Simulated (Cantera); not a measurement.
An isothermal, constant-pressure homogeneous reactor starts with 41.7 % CH4, 58.3 % N2, at 1775 K and 0.00385 atm.

Cantera simulation using GRI-Mech 3.0 (53 species, 325 reactions); the numbers are that mechanism's predictions, not measurements. GRI-Mech 3.0 stops at C3 and has no aromatics, soot or wall deposition, so with more carbon than oxygen in the feed, carbon stays in small species such as C2H2 where larger ones or solid carbon would form. Radical loss at walls, strong at low pressure, is not modelled.

x: mole fraction; the columns are a selection and need not sum to one.

```
t (s)        x CH4     x CH3     x C2H     x CH2     x HCN
--------  --------  --------  --------  --------  --------
0.000200     0.417   3.57e-5    <1e-12  1.93e-10    <1e-12
0.000493     0.417   9.01e-5    <1e-12   1.15e-9    <1e-12
0.00121      0.416  0.000224    <1e-12   6.76e-9    <1e-12
0.00299      0.416  0.000553    <1e-12   3.94e-8    <1e-12
0.00737      0.415   0.00136  2.77e-11   2.23e-7  6.11e-12
0.0182       0.410   0.00328   1.64e-9   1.17e-6  1.04e-10
0.0447       0.368   0.00701   6.02e-8   4.82e-6       [?]
0.110        0.196   0.00673   9.62e-7   7.28e-6       [?]
0.271       0.0775   0.00306   1.85e-6   4.48e-6       [?]
0.669       0.0272   0.00131   2.59e-6   2.79e-6       [?]
1.65       0.00715  0.000494   3.90e-6   1.70e-6       [?]
4.06       0.00125  0.000141   6.42e-6   8.41e-7       [?]
10.0      0.000234   3.27e-5   7.99e-6   2.48e-7       [?]
```

Problem. Complete the blanks.

Solution. 
- 0.0447, x HCN: 5.53e-9
- 0.110, x HCN: 1.92e-7
- 0.271, x HCN: 9.24e-7
- 0.669, x HCN: 2.40e-6
- 1.65, x HCN: 5.52e-6
- 4.06, x HCN: 1.34e-5
- 10.0, x HCN: 2.50e-5
